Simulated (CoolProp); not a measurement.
The fluid at 298.15 K and 1.86 MPa is compressed adiabatically to 5.53 MPa with isentropic efficiency 0.75. The same conditions are run with several fluids, on thermodynamics alone (safety and materials aside).

Model: reference Helmholtz-energy equation of state of each fluid (ethylene: Smukala 2000; carbon dioxide: Span 1996; CH3F (R41): Lemmon 2006; ethane: Bücker 2006; carbon monoxide: Lemmon 2006), in CoolProp.

Problem. Rank ethylene, carbon dioxide, CH3F (R41), ethane, carbon monoxide by work (kJ/kg), highest first.

Solution. carbon monoxide (152), ethylene (125), ethane (106), CH3F (R41) (97.8), carbon dioxide (82.9)

```csv
fluid,final temperature (K),final phase,final density (kg/m³)
ethylene,387.4,supercritical,55.6
carbon dioxide,402.3,gas,80.7
CH3F (R41),397.1,gas,69.2
ethane,374.7,supercritical,68.0
carbon monoxide,443.2,supercritical,41.2
```
